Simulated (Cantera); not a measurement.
## Hydrocarbon pyrolysis for carbon deposition

An isothermal, constant-pressure homogeneous reactor starts with CH4 : H2 : H2O = 1 : 2 : 0.0075 (molar parts), at 1850 K and 0.00210 bar.

Model: GRI-Mech 3.0 (53 species, 325 reactions), integrated in Cantera. GRI-Mech 3.0 stops at C3 and has no aromatics, soot or wall deposition, so with more carbon than oxygen in the feed, carbon stays in small species such as C2H2 where larger ones or solid carbon would form. Radical loss at walls, strong at low pressure, is not modelled.

| t (s) | x CH4 | x H2 | x CH2 | x H | x C2H | x C2H4 |
|---|---|---|---|---|---|---|
| 0.000200 | 0.332 | 0.665 | 1.78e-10 | 8.29e-6 | <1e-12 | 4.81e-10 |
| 0.00118 | 0.332 | 0.665 | 1.20e-8 | 3.28e-5 | <1e-12 | 2.54e-7 |
| 0.00700 | 0.330 | 0.665 | 4.43e-7 | 0.000180 | 9.91e-12 | 6.10e-5 |
| 0.0414 | 0.289 | 0.685 | 9.48e-6 | 0.00123 | 1.23e-7 | 0.00597 |
| 0.245 | 0.0706 | 0.824 | 8.88e-6 | 0.00262 | 3.25e-6 | 0.000924 |
| 1.45 | 0.00685 | 0.865 | 3.76e-6 | 0.00453 | 6.83e-6 | 2.22e-5 |
| 8.57 | 0.000282 | 0.865 | 8.86e-7 | 0.0101 | 1.54e-5 | 3.98e-6 |
| 50.7 | 2.60e-5 | 0.864 | 9.89e-8 | 0.0110 | 1.68e-5 | 3.70e-6 |
| 300 | 2.38e-5 | 0.864 | 9.05e-8 | 0.0110 | 1.68e-5 | 3.70e-6 |
x: mole fraction; the columns are a selection and need not sum to one.

Equilibrium at this temperature and pressure: CH4 2.38e-5, H2 0.864, CH2 9.05e-8, H 0.0110, C2H 1.68e-5, C2H4 3.70e-6 (gas phase only).
